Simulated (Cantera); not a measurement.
Thermodynamics of hydrogen reduction and annealing atmospheres, feed NiS + H2

A closed system holds: 1 mol NiS, a varied amount of H2, equilibrated at 1600 K and 0.0133 bar.

Equilibrium computed with Cantera from the NASA thermochemical tables; the gas is ideal and each condensed phase is pure. Candidate condensed phases: Ni, NiS, NiS2, Ni3S2, Ni3S4, S; 9 gas species. Metal and sulfide melt together well below either melting point, which pure phases cannot show. Mutual solubility and eutectic melting of coexisting phases are not modelled. Equilibrium is a limit: real reactors are often held back by kinetics, nucleation or transport.

From 20 mol H2 to 49 mol H2 the condensed part is Ni(s) + Ni3S2(l). From 77 mol H2 to 2800 mol H2 the condensed part is Ni(s). The main Ni-bearing gas is Ni throughout. The share of Ni in condensed phases is highest at 20 mol H2 (99.9 %) and lowest at 2800 mol H2 (91.0 %).

```csv
n(H2) (mol),x H2,x H2S,x S2,x SH,x H,x S,x Ni,x NiS,n Ni(s),n Ni3S2(l)
20,0.982,0.0135,0.00267,0.00120,0.000467,5.41e-5,3.17e-5,1.96e-5,0.106,0.298
31,0.982,0.0135,0.00267,0.00120,0.000467,5.41e-5,3.17e-5,1.96e-5,0.439,0.187
49,0.982,0.0135,0.00267,0.00120,0.000467,5.41e-5,3.17e-5,1.96e-5,0.984,0.00464
77,0.988,0.00947,0.00130,0.000841,0.000468,3.77e-5,3.17e-5,1.37e-5,0.997,0
120,0.992,0.00650,0.000606,0.000576,0.000469,2.58e-5,3.17e-5,9.35e-6,0.995,0
190,0.995,0.00432,0.000266,0.000382,0.000470,1.71e-5,3.17e-5,6.20e-6,0.993,0
300,0.996,0.00284,0.000114,0.000251,0.000470,1.12e-5,3.17e-5,4.06e-6,0.989,0
460,0.997,0.00189,5.08e-5,0.000167,0.000470,7.46e-6,3.17e-5,2.71e-6,0.984,0
720,0.998,0.00123,2.14e-5,0.000109,0.000470,4.84e-6,3.17e-5,1.76e-6,0.976,0
1100,0.999,0.000814,9.36e-6,7.18e-5,0.000471,3.20e-6,3.17e-5,1.16e-6,0.964,0
1800,0.999,0.000501,3.55e-6,4.43e-5,0.000471,1.97e-6,3.17e-5,7.16e-7,0.942,0
2800,0.999,0.000324,1.48e-6,2.86e-5,0.000471,1.27e-6,3.17e-5,4.62e-7,0.910,0
```
x: gas mole fraction; n: condensed amount in mol.
